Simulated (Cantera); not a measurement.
Input: 1 mol Cr, 2.7 mol H2O, 7.3 mol H2, equilibrated at 1625 K and 49.0 Pa.

These are equilibrium values from Cantera (NASA tables, ideal gas, pure condensed phases), not measurements of a reactor. Candidate condensed phases: Cr, Cr2O3, H2O; 13 gas species. Rates play no part.

Base state: H2 0.877, H2O 0.120, H 0.00298, Cr 3.32e-5, OH 1.72e-5 (mole fractions); condensed: Cr2O3(s).

Task: What changes in the equilibrium state with this change: temperature from 1625 K to 900 K?

Result: 
| species | before | after |
|---|---|---|
| H2 | 0.877 | 0.880 |
| H2O | 0.120 | 0.120 |
| H | 0.00298 | 4.95e-9 |
| Cr | 3.32e-5 | <1e-9 |
| OH | 1.72e-5 | <1e-9 |
| Cr2O3(s), mol | 0.500 | 0.500 |

Task: What changes in the equilibrium state with this change: pressure from 49.0 Pa to 0.540 Pa?

Result: 
```
species         before     after
-------------  -------  --------
H2               0.877     0.847
H2O              0.120     0.122
H              0.00298    0.0279
Cr             3.32e-5   0.00279
CrO            1.81e-6  0.000160
OH             1.72e-5  0.000170
Cr2O3(s), mol    0.500     0.485
```
